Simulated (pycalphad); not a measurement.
Source of the numbers: pycalphad with the COST 507 light-alloy database (1999); pressure 1 atm. The data set is of 1999 and partly superseded. Diffusion is slow at the low end, where real alloys seldom reach equilibrium.

Task: How does the equilibrium phase assembly of Ti-0.19Hf-11.09B (at.%) change on cooling from 2850 K to 500 K?

Result: 
| T (K) | phases above | phases below |
|---|---|---|
| 1893.2 | liquid | BM + liquid |
| 1814.1 | BM + liquid | bcc + BM |
| 1154.3 | bcc + BM | bcc + BM + hcp |
| 1153.7 | bcc + BM + hcp | BM + hcp |
Changes were sought between steps of 50 K, so a narrower field can be missed.

Database names, with the compositions (at.%) that they take in these runs: BM: Ti 50 B 50.
